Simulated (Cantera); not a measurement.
## Equilibrium for chlorosilane synthesis and conversion: Si + HCl + H2

Input: 1 mol Si, a varied amount of HCl, 19 mol H2, held at 1523.15 K and 0.100 bar.

Cantera equilibrium calculation (NASA polynomials, part measured and part estimated; ideal gas, pure solids and liquids). Candidate condensed phases: Si; 19 gas species. The tables' values for SiCl3 are old estimates; treat these amounts as uncertain. The numbers say what is thermodynamically allowed, not how fast it happens.

```json
[
 {"n(HCl) (mol)": "0.63", "log p H2": "-1.01", "log p HCl": "-2.57", "log p SiCl2": "-3.61", "log p SiCl3": "-5.34", "log p SiHCl3": "-5.99", "n Si(s)": "0.950"},
 {"n(HCl) (mol)": "0.77", "log p H2": "-1.02", "log p HCl": "-2.50", "log p SiCl2": "-3.47", "log p SiCl3": "-5.12", "log p SiHCl3": "-5.77", "n Si(s)": "0.930"},
 {"n(HCl) (mol)": "0.96", "log p H2": "-1.02", "log p HCl": "-2.42", "log p SiCl2": "-3.31", "log p SiCl3": "-4.89", "log p SiHCl3": "-5.54", "n Si(s)": "0.899"},
 {"n(HCl) (mol)": "1.2", "log p H2": "-1.02", "log p HCl": "-2.35", "log p SiCl2": "-3.16", "log p SiCl3": "-4.67", "log p SiHCl3": "-5.32", "n Si(s)": "0.855"},
 {"n(HCl) (mol)": "1.5", "log p H2": "-1.03", "log p HCl": "-2.28", "log p SiCl2": "-3.02", "log p SiCl3": "-4.45", "log p SiHCl3": "-5.11", "n Si(s)": "0.793"},
 {"n(HCl) (mol)": "1.8", "log p H2": "-1.03", "log p HCl": "-2.23", "log p SiCl2": "-2.90", "log p SiCl3": "-4.28", "log p SiHCl3": "-4.94", "n Si(s)": "0.726"},
 {"n(HCl) (mol)": "2.2", "log p H2": "-1.04", "log p HCl": "-2.17", "log p SiCl2": "-2.79", "log p SiCl3": "-4.10", "log p SiHCl3": "-4.76", "n Si(s)": "0.629"},
 {"n(HCl) (mol)": "2.8", "log p H2": "-1.05", "log p HCl": "-2.11", "log p SiCl2": "-2.65", "log p SiCl3": "-3.90", "log p SiHCl3": "-4.57", "n Si(s)": "0.474"},
 {"n(HCl) (mol)": "3.4", "log p H2": "-1.05", "log p HCl": "-2.06", "log p SiCl2": "-2.55", "log p SiCl3": "-3.75", "log p SiHCl3": "-4.42", "n Si(s)": "0.309"}
]
```
log p: log10 of the partial pressure in bar; n: condensed amount in mol.

From 0.63 mol HCl to 3.4 mol HCl the condensed part is Si(s). The main Si-bearing gas is SiCl2 throughout. The share of Si in condensed phases is highest at 0.63 mol HCl (95.0 %) and lowest at 3.4 mol HCl (30.9 %).
